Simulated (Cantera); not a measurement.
An adiabatic, constant-volume homogeneous reactor starts with 20.1 % CO, 1.12 % H2, 16.6 % O2, 62.2 % N2, equivalence ratio 0.64, at 1773 K and 13.0 bar.

Computed with Cantera and GRI-Mech 3.0 (53 species, 325 reactions). The hydrogen kinetics of GRI-Mech 3.0 are dated; newer H2 mechanisms differ, most at raised pressure. The pressure lies above the range GRI-Mech 3.0 was tuned for (to about 10 atm). Above 3000 K some thermodynamic fits are extrapolated.

One state of this run: T (K) = 3053; P (bar) = 20.7; x CO = 0.0538; x H2 = 0.000365; x O2 = 0.0724; x OH = 0.00617; x NO = 0.0274; x HO2 = 1.29e-5; x NO2 = 4.08e-5. x: mole fraction; the columns are a selection and need not sum to one.

Q: Which value of t (s) does it belong to?
(A) 0.00342
(B) 5.85e-5
(C) 1.00e-6
(D) 3.88e-6

A: A, 0.00342
